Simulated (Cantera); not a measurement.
Boron, boron nitride and boron oxide: borazine + O2 + N2 + NH3

Input: 1 mol borazine, 0.17 mol O2, 140 mol N2, 8.3 mol NH3, equilibrated at 1823 K.

Method: chemical equilibrium by Gibbs-energy minimisation in Cantera with the NASA 1993 tables (ideal gas, pure condensed phases). Candidate condensed phases: B, BN, B2O3, B3O3H3, H2O; 39 gas species. The feed counts by its element totals alone. The numbers say what is thermodynamically allowed, not how fast it happens.

```csv
P (Pa),x N2,x H2,x H,x HBO,n BN(s)
10,0.896,0.0891,0.0129,0.000590,2.66
63,0.900,0.0931,0.00527,0.00103,2.66
400,0.901,0.0947,0.00211,0.00140,2.66
2500,0.902,0.0953,0.000846,0.00153,2.67
16000,0.902,0.0957,0.000335,0.00123,2.71
100000,0.903,0.0958,0.000134,0.000719,2.77
```
x: gas mole fraction; n: condensed amount in mol.

From 10.0 Pa to 100000 Pa the condensed part is BN(s). The main B-bearing gas is BO at 10.0 Pa and HBO at 100000 Pa. The share of B in condensed phases is highest at 100000 Pa (92.5 %) and lowest at 10.0 Pa (88.5 %).
